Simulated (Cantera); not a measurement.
Hydrocarbon pyrolysis for carbon deposition

An isothermal, constant-pressure homogeneous reactor starts with C2H6 : H2 = 1 : 3 (molar parts), at 1275 K and 1.00 atm.

Model: GRI-Mech 3.0 (53 species, 325 reactions), integrated in Cantera. GRI-Mech 3.0 stops at C3 and has no aromatics, soot or wall deposition, so with more carbon than oxygen in the feed, carbon stays in small species such as C2H2 where larger ones or solid carbon would form.

```tsv
t (s)	x C2H6	x H2	x CH4	x CH3	x C2H4
5.00e-6	0.250	0.750	1.33e-5	9.53e-6	6.02e-6
2.13e-5	0.250	0.750	9.14e-5	1.28e-5	0.000198
9.10e-5	0.245	0.751	0.000830	3.90e-5	0.00359
0.000388	0.211	0.753	0.00746	5.67e-5	0.0276
0.00166	0.114	0.760	0.0288	4.33e-5	0.0952
0.00707	0.0195	0.763	0.0570	1.98e-5	0.154
0.0302	0.00665	0.757	0.0754	1.37e-5	0.141
0.129	0.00498	0.738	0.113	1.55e-5	0.110
0.549	0.00360	0.694	0.186	1.70e-5	0.0843
2.34	0.00219	0.631	0.288	1.58e-5	0.0558
10.0	0.00104	0.570	0.387	1.21e-5	0.0290
```
x: mole fraction; the columns are a selection and need not sum to one.

Equilibrium at this temperature and pressure: C2H6 0.000452, H2 0.532, CH4 0.449, CH3 8.85e-6, C2H4 0.0129 (gas phase only).
